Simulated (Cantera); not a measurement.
A freely propagating, adiabatic, planar premixed flame of 6.62 % CH4, 0.397 % H2, 19.5 % O2, 73.5 % N2, unburnt at 623 K and 1.01 bar; mixture-averaged transport, grid criteria slope 0.08 and curve 0.16, no radiation.

Computed with Cantera and GRI-Mech 3.0 (53 species, 325 reactions). Burning velocities carry a grid error of a few per cent, more on coarse grids.

Q: Predict: laminar burning velocity; thermal thickness; peak x(C2H2); peak x(CH2O).

A: 
- laminar burning velocity: 97.2 cm/s
- thermal thickness: 0.396 mm
- peak x(C2H2): 1.67e-5
- peak x(CH2O): 0.000906
